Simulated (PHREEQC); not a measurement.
Make-up at 55 °C: 0.1 mol Ni(NO3)2, 0.0021 mol Na2SO4 and 0.00031 mol NiCl2 per kg of water. Closed to the air; pH follows from the charge balance.

All values are PHREEQC results (ion-association model, wateq4f.dat), not measurements.

Problem. The ionic strength comes out as 0.302 mol/kgw. What activity coefficients do Cl-, SO4-2, NiCl+, H+, Ni+2 get?

Solution. Cl- 0.67, SO4-2 0.23, NiCl+ 0.72, H+ 0.77, Ni+2 0.27.

This is a speciation only: nothing precipitates in the calculation. At this temperature some constants are extrapolated from 25 °C, and those without enthalpy data are left unchanged.
